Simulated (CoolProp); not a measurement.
Vapour-liquid equilibrium of ammonia (1) + benzene (2) at 299.8 K; x and y are mole fractions of (1).

Computed with CoolProp (multi-fluid Helmholtz-energy mixture model, Gao 2020 and Thol 2012; pair parameters Bell 2016).

| x | bubble pressure, mixture model (MPa) | bubble pressure, Raoult's law (MPa) | y, mixture model | y, Raoult's law |
|---|---|---|---|---|
| 0.05 | 0.1541 | 0.06574 | 0.911 | 0.802 |
| 0.2 | 0.5016 | 0.2219 | 0.973 | 0.951 |
| 0.35 | 0.6992 | 0.3780 | 0.981 | 0.976 |
| 0.5 | 0.7862 | 0.5342 | 0.984 | 0.987 |
| 0.65 | 0.8329 | 0.6903 | 0.986 | 0.993 |
| 0.8 | 0.8936 | 0.8465 | 0.989 | 0.997 |
| 0.95 | 1.003 | 1.003 | 0.996 | 0.999 |

The largest gap from Raoult's law is +134.4 % in bubble pressure, at x = 0.05. No azeotrope shows between x = 0.05 and 0.95.

Pair parameters are fitted to limited data, so mixtures are less certain than the pure fluids. With so large a gap from Raoult's law the liquid may split in two, which this calculation doesn't test in full.
